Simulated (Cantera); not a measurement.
A closed system holds: 1 mol MgO, 0.0037 mol C, 7.3 mol H2, at 2225 K and 0.0743 Torr.

These are equilibrium values from Cantera (NASA tables, ideal gas, pure condensed phases), not measurements of a reactor. Candidate condensed phases: C, C6H6, C7H8, C8H18, H2O, Mg, MgCO3, MgO, Mg(OH)2; 116 gas species. The tables' values for MgH are old estimates; treat these amounts as uncertain. Kinetics and transport are ignored.

Base state: H 0.412, H2 0.401, Mg 0.0938, H2O 0.0735, OH 0.0109, O 0.00781, O2 0.000602, CO 0.000336 (mole fractions); condensed: gas only.

Question: What changes in the equilibrium state with this change: temperature from 2225 K to 2248.15 K?

Answer: 
```csv
species,before,after
H,0.412,0.449
H2,0.401,0.369
Mg,0.0938,0.0912
H2O,0.0735,0.0669
O,0.00781,0.0102
OH,0.0109,0.0122
O2,0.000602,0.000778
MgOH,4.84e-5,4.32e-5
MgO,6.96e-5,7.38e-5
MgH,1.04e-5,9.81e-6
CO2,1.15e-5,1.09e-5
```

Question: What changes in the equilibrium state with this change: temperature from 2225 K to 2400 K?

Answer: 
| species | before | after |
|---|---|---|
| H | 0.412 | 0.675 |
| H2 | 0.401 | 0.178 |
| Mg | 0.0938 | 0.0743 |
| H2O | 0.0735 | 0.0204 |
| O | 0.00781 | 0.0360 |
| OH | 0.0109 | 0.0142 |
| MgOH | 4.84e-5 | 1.26e-5 |
| O2 | 0.000602 | 0.00171 |
| CO2 | 1.15e-5 | 5.23e-6 |

Question: What changes in the equilibrium state with this change: pressure from 0.0743 Torr to 3530 Torr?

Answer: 
```csv
species,before,after
H2,0.401,0.981
Mg,0.0938,0.00763
H2O,0.0735,0.00741
H,0.412,0.00296
OH,0.0109,3.24e-6
O,0.00781,6.77e-9
O2,0.000602,<1e-9
MgO,6.96e-5,2.33e-7
"MgO(s), mol",0,0.941
```
